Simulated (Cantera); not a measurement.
A closed system holds: 1 mol Si, 15 mol HCl, at 1000 K and 615 Torr.

Method: chemical equilibrium by Gibbs-energy minimisation in Cantera with the NASA 1993 tables (ideal gas, pure condensed phases). Candidate condensed phases: Si; 19 gas species. Kinetics and transport are ignored.

Base state: HCl 0.786, H2 0.143, SiCl4 0.0713, SiHCl3 9.13e-5 (mole fractions); condensed: gas only.

### Question
What changes in the equilibrium state with this change: HCl from 15 to 1.4 mol?

### Answer
| species | before | after |
|---|---|---|
| H2 | 0.143 | 0.625 |
| SiCl4 | 0.0713 | 0.265 |
| SiHCl3 | 9.13e-5 | 0.0910 |
| HCl | 0.786 | 0.0128 |
| SiH2Cl2 | 1.26e-8 | 0.00337 |
| SiCl2 | 7.32e-9 | 0.000447 |
| SiH3Cl | <1e-9 | 3.19e-5 |
| SiCl3 | 4.64e-6 | 0.00221 |
| Si(s), mol | 0 | 0.627 |
The tables' values for SiCl3 are old estimates; treat these amounts as uncertain.
